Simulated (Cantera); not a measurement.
Feed: 1 mol Si₃N₄, 0.021 mol Si, 0.77 mol H₂, held at 1.10 Pa.

Equilibrium computed with Cantera from the NASA thermochemical tables; the gas is ideal and each condensed phase is pure. Candidate condensed phases: Si, Si₃N₄; 18 gas species. The tables' values for SiN are old estimates; treat these amounts as uncertain. The numbers say what is thermodynamically allowed, not how fast it happens. All values below are at 1798 K.

Base state: N₂ 0.501, Si 0.280, H₂ 0.171, H 0.0439, Si₂ 0.00168, Si₂N 0.000473, SiH 0.000441, Si₃ 0.000401 (mole fractions); condensed: Si(l).

What changes in the equilibrium state with this change: H₂ from 0.77 to 0.018 mol?


```json
[
 {"species": "N₂", "before": "0.501", "after": "0.707"},
 {"species": "Si", "before": "0.280", "after": "0.280"},
 {"species": "H", "before": "0.0439", "after": "0.00609"},
 {"species": "H₂", "before": "0.171", "after": "0.00329"},
 {"species": "SiH", "before": "0.000441", "after": "6.12e-5"},
 {"species": "SiN", "before": "0.000293", "after": "0.000348"},
 {"species": "Si₂N", "before": "0.000473", "after": "0.000561"},
 {"species": "Si₂", "before": "0.00168", "after": "0.00168"},
 {"species": "Si(l), mol", "before": "1.88", "after": "2.21"}
]
```
